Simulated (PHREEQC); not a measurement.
Dissolve 0.0039 mol/kgw Na2B4O7 at 25 °C. Closed to the air; pH follows from the charge balance.

Equilibrium calculation in PHREEQC: ion-association model, wateq4f.dat.

```
quantity                   before    after
------------------------  -------  -------
pH                           9.20     8.63
ionic strength (mol/kgw)  0.00780  0.00390
```

Q: Which change was made?
A. diluted 100-fold with water
B. temperature from 25 to 20 °C
C. Na2B4O7 replaced by NaAlO2 at the same molality

A: C, Na2B4O7 replaced by NaAlO2 at the same molality

This is a speciation only: nothing precipitates in the calculation. Some of these states are supersaturated (in Al(OH)3(a), Boehmite (slow to form), for instance).
